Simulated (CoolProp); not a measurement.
Vapour pressure (MPa) of CH3F (R41): the reference equation beside estimates from Tc = 44.1 °C, pc = 5.906 MPa, ω = 0.200. Clausius-Clapeyron is anchored at -116.55 °C with a constant enthalpy of vaporisation of 18.24 kJ/mol.

Model: reference Helmholtz-energy equation of state, Lemmon 2006, in CoolProp. It is a short technical equation, of lower accuracy than the large ones.

```tsv
T (°C)	reference	Clausius-Clapeyron	van der Waals	Redlich-Kwong	Soave-Redlich-Kwong
-125.15	0.002995	0.003034	0.1010	0.004826	0.002524
-116.55	0.006849	0.006849	0.1503	0.01113	0.005974
-108.05	0.01410	0.01409	0.2140	0.02281	0.01266
-99.55	0.02681	0.02701	0.2949	0.04282	0.02467
-91.05	0.04766	0.04872	0.3951	0.07468	0.04477
-82.45	0.08043	0.08388	0.5183	0.1232	0.07691
-73.95	0.1284	0.1370	0.6634	0.1917	0.1246
-65.45	0.1965	0.2151	0.8336	0.2856	0.1931
```

Absolute difference from the reference over all 8 rows, mean and median: Clausius-Clapeyron 3.1 and 1.8 %, van der Waals 1224.8 and 864.5 %, Redlich-Kwong 56.2 and 58.2 %, Soave-Redlich-Kwong 7.7 and 7.0 %.
